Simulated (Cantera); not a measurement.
A closed system holds: 1 mol trisilylamine, 2.2 mol N2, at 1823 K.

Method: chemical equilibrium by Gibbs-energy minimisation in Cantera with the NASA 1993 tables (ideal gas, pure condensed phases). Candidate condensed phases: Si, Si3N4; 18 gas species. The feed counts by its element totals alone. Mutual solubility and eutectic melting of coexisting phases are not modelled. The tables' values for SiN are old estimates; treat these amounts as uncertain. Gases not in the tables: Si2H6 and higher silanes. Rates play no part.

log p: log10 of the partial pressure in bar; n: condensed amount in mol.

```csv
P (Pa),log p H2,log p N2,log p Si,log p H,log p Si2,log p SiH,log p Si2N,n Si(l),n Si3N4(s)
5,-4.57,-4.78,-5.35,-5.65,-7.54,-7.61,-7.93,2.26,0
21,-3.90,-4.12,-5.35,-5.32,-7.54,-7.28,-7.60,2.84,0
85,___,___,-5.35,___,-7.54,___,___,2.96,0
350,-2.66,-2.88,-5.35,-4.70,-7.54,-6.66,-6.98,2.99,0
1400,___,___,-5.35,___,-7.54,___,___,3.00,0
5900,-1.34,-1.89,-5.35,-4.03,-7.54,-5.99,-6.49,0.813,0.729
24000,-0.68,-1.49,-5.62,-3.70,-8.08,-5.94,-6.83,0,1.000
100000,-0.06,-0.87,-6.04,-3.39,-8.91,-6.04,-7.34,0,1.000
```

Complete the blanks.


- 1400, log p H2: -2.06
- 1400, log p N2: -2.28
- 1400, log p H: -4.39
- 1400, log p SiH: -6.36
- 1400, log p Si2N: -6.68
- 85, log p H2: -3.28
- 85, log p N2: -3.50
- 85, log p H: -5.01
- 85, log p SiH: -6.97
- 85, log p Si2N: -7.29
